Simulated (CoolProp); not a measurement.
The numbers come from the reference Helmholtz-energy equation of state, Span 2000 in CoolProp.

Task: For nitrogen, give the phase and the conductivity (mW/(m K)), Prandtl number at -174.05 °C and 79.2 bar; -174.05 °C and 102 bar.

Result: 
- -174.05 °C and 79.2 bar: liquid; conductivity 114, Prandtl number 1.66
- -174.05 °C and 102 bar: liquid; conductivity 118, Prandtl number 1.65

Viscosity comes from a separate model (Lemmon 2004). Thermal conductivity comes from a separate model (Lemmon 2004).
